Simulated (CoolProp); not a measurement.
CH3F (R41) along the isobar 1960 kPa: fugacity coefficient from the reference equation and from simpler models built on Tc = 317.3 K, pc = 5906 kPa, ω = 0.200; each cubic takes its own stable root.

The numbers come from the reference Helmholtz-energy equation of state, Lemmon 2006 in CoolProp. It is a short technical equation, of lower accuracy than the large ones.

```
T (K)   phase  reference  van der Waals  Redlich-Kwong  Soave-Redlich-Kwong  Peng-Robinson
-----  ------  ---------  -------------  -------------  -------------------  -------------
240    liquid     0.3365         0.7436         0.4443               0.3545         0.3481
251.3  liquid     0.4709         0.8285         0.5977               0.4993         0.4889
262.5  liquid     0.6324         0.8454         0.7721               0.6723         0.6573
273.8     gas     0.7908         0.8602         0.8307               0.8232         0.8115
285       gas     0.8183         0.8731         0.8490               0.8439         0.8323
296.3     gas     0.8408         0.8844         0.8649               0.8618         0.8504
307.6     gas     0.8596         0.8944         0.8787               0.8774         0.8661
318.8     gas     0.8753         0.9032         0.8906               0.8908         0.8798
330.1     gas     0.8888         0.9112         0.9011               0.9027         0.8919
341.3     gas     0.9004         0.9182         0.9104               0.9130         0.9025
```

At some of these states van der Waals gives the other phase, because its saturation line lies elsewhere.
